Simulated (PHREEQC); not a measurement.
Synthetic water in mg/L, 25 °C, pH 2, pe 12.4: Na 259; K 123; Ca 265; Mg 136; Cl 490; S(6) as SO4 2140; N(5) as NO3 1.25.

Na is adjusted to close the charge balance.
Valence states are taken as typed.

Equilibrium calculation in PHREEQC: ion-association model, wateq4f.dat.

Question: The ionic strength comes out as 0.0639 mol/kgw. What activity coefficients do H+, Ca+2, NaSO4-, HSO4-, Na+ get?

Answer: H+ 0.84, Ca+2 0.44, NaSO4- 0.81, HSO4- 0.81, Na+ 0.81.

Precipitation was switched off in this run.
